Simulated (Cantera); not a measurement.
A Cantera script and its output.

```python
import numpy as np
import cantera as ct

gas = ct.Solution("gri30.yaml")


def delay(T, t_max=10):
    gas.TPX = T, 68000, {'CH4': 1, 'H2': 0.7, 'O2': 2.14, 'N2': 8.03}
    reactor = ct.IdealGasConstPressureReactor(gas, clone=False)
    net = ct.ReactorNet([reactor])
    net.rtol, net.atol = 1e-8, 1e-16
    while net.time < t_max:
        t_old, T_old = net.time, reactor.T
        net.step()
        if reactor.T > T + 400:  # ignition: a rise of 400 K
            return t_old + (T + 400 - T_old) / (reactor.T - T_old) * (net.time - t_old)
    return np.nan


taus = []
for T in [948, 1023, 1098, 1173, 1248, 1323, 1398]:
    taus.append(delay(T))
    print(f"T0 = {T:6g} K   tau = {taus[-1]:.4e} s")
```

Result:

```
T0 =    948 K   tau = 3.4023e-02 s
T0 =   1023 K   tau = 1.2221e-02 s
T0 =   1098 K   tau = 5.5534e-03 s
T0 =   1173 K   tau = 2.7239e-03 s
T0 =   1248 K   tau = 1.4218e-03 s
T0 =   1323 K   tau = 7.9055e-04 s
T0 =   1398 K   tau = 4.6839e-04 s
```

Detailed kinetics in Cantera: GRI-Mech 3.0 (53 species, 325 reactions). Below about 1000 K GRI-Mech 3.0 lacks low-temperature oxidation paths. Below about 950 K walls govern HO2 and H2O2 in real vessels.
